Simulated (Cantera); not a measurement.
Charge: 1 mol Si3N4, 0.032 mol H2O, 4.3 mol H2, held at 1 atm.

Cantera equilibrium calculation (NASA polynomials, part measured and part estimated; ideal gas, pure solids and liquids). Candidate condensed phases: H2O, Si, SiO2, Si2N2O, Si3N4; 35 gas species. Mutual solubility and eutectic melting of coexisting phases are not modelled. Gases not in the tables: Si2H6 and higher silanes. Kinetics and transport are ignored.

### Question
At 1675 °C, list the 5 most abundant gas species with their mole fractions, and the condensed phases.

### Answer
H2 0.916, N2 0.0805, SiO 0.00278, H 0.00107, SiH2 7.17e-5. Condensed: Si(l) + Si2N2O(s) + Si3N4(s).
